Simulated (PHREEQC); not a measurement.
PHREEQC input (ion-association model, phreeqc.dat):

```
SOLUTION_SPECIES
  CO3-2 + 10 H+ + 8 e- = CH4 + 3 H2O  # shut off: no methane
    -log_k -100
    -delta_h 0
    -analytic -100
SOLUTION 1
  temp 25
  units mol/kgw
  pH 7 charge
  C(4) 0.019
  Na 0.019
END
SELECTED_OUTPUT 1
  -reset false
  -pH true
  -pe true
  -ionic_strength true
  -water true
  -totals C Na C(-4) C(4) Ntg
  -molalities H+ Na+ CO3-2 OH- HCO3- CO2 (CO2)2 NaOH NaCO3- NaHCO3
USER_PUNCH 1
  -headings p_CO2(g) phi_CO2(g) p_Ntg(g) phi_Ntg(g) p_H2O(g) phi_H2O(g) density
  10 PUNCH PR_P("CO2(g)"), PR_PHI("CO2(g)"), PR_P("Ntg(g)"), PR_PHI("Ntg(g)"), PR_P("H2O(g)"), PR_PHI("H2O(g)"), RHO
PRINT
  -reset false
USE solution 1
REACTION_TEMPERATURE 1
  100
GAS_PHASE 1
  -fixed_pressure
  -pressure 2
  -temperature 100
  -volume 20
  CO2(g) 1.28
  Ntg(g) 0.72
  H2O(g) 0
END
# ... the last block is repeated for the other 12 points of P (atm)
```

Selected output (columns that matter, 13 of 13 rows; P (atm) added in front):

```
P (atm)	pH	mu	C	Na	Ntg	m_H+	m_Na+	p_CO2(g)	phi_CO2(g)	p_Ntg(g)	phi_Ntg(g)	p_H2O(g)	phi_H2O(g)	density
2	6.8215	0.019309	0.026002	0.01946	0.00016518	1.7253e-07	0.019295	0.63616	0.99598	0.36046	1.0056	1.0034	0.98508	0.95955
5	6.2239	0.019172	0.045421	0.01929	0.00065996	6.8283e-07	0.019168	2.5373	0.987	1.4441	1.0058	1.0186	0.97184	0.95981
10	5.8783	0.019154	0.07726	0.019265	0.0014821	1.5131e-06	0.019151	5.706	0.97405	3.2515	1.008	1.0425	0.95188	0.96026
20	5.5666	0.019159	0.13838	0.019267	0.0031157	3.1011e-06	0.019155	12.044	0.94942	6.8642	1.0134	1.0917	0.91367	0.96113
30	5.3957	0.019172	0.19608	0.019279	0.0047368	4.597e-06	0.019167	18.383	0.92573	10.473	1.0194	1.1433	0.87693	0.96198
40	5.2796	0.019187	0.25037	0.019294	0.0063475	6.0056e-06	0.019181	24.723	0.90284	14.079	1.026	1.1975	0.84156	0.9628
50	5.1929	0.019205	0.30133	0.019311	0.0079498	7.3317e-06	0.019197	31.064	0.88075	17.682	1.033	1.2546	0.80754	0.96361
75	5.0445	0.019253	0.4148	0.019358	0.01193	1.0317e-05	0.019242	46.916	0.82892	26.674	1.0525	1.4097	0.7283	0.96552
100	4.9478	0.019307	0.51003	0.019413	0.01589	1.289e-05	0.019294	62.768	0.78194	35.649	1.0743	1.5834	0.65731	0.9673
150	4.8258	0.019429	0.65556	0.019537	0.023784	1.7067e-05	0.019412	94.46	0.70223	53.556	1.1228	1.9845	0.53929	0.97056
200	4.7493	0.019562	0.75764	0.019674	0.031611	2.0352e-05	0.019541	126.13	0.64029	71.425	1.1739	2.446	0.45018	0.97351
300	4.6495	0.019815	0.89026	0.019937	0.046686	2.5599e-05	0.019789	189.42	0.5588	107.11	1.2722	3.4701	0.33615	0.97886
400	4.5772	0.020017	0.9778	0.020152	0.06064	3.0227e-05	0.019987	252.69	0.51471	142.78	1.3641	4.526	0.27309	0.9838
```

Species that the database lacks are ignored. Away from 25 °C the constants follow the database's enthalpies or fits; those with neither stay at their 25 °C values.
